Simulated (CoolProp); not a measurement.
Vapour-liquid equilibrium of hydrogen sulfide (1) + propane (2) at 201.6 K; x and y are mole fractions of (1).

Values from CoolProp's multi-fluid Helmholtz-energy mixture model, Lemmon 2006 and Lemmon 2009; pair parameters Kunz 2012.

**Question.** Give the bubble pressure and the first vapour's composition at x = 0.35, 0.5, 0.8. Is there an azeotrope?

**Answer.** x = 0.35: 0.06024 MPa, y = 0.704; x = 0.5: 0.06234 MPa, y = 0.727; x = 0.8: 0.06317 MPa, y = 0.769. y crosses x between x = 0.65 and 0.8: the model has an azeotrope there.

Pair parameters are fitted to limited data, so mixtures are less certain than the pure fluids. With so large a gap from Raoult's law the liquid may split in two, which this calculation doesn't test in full.
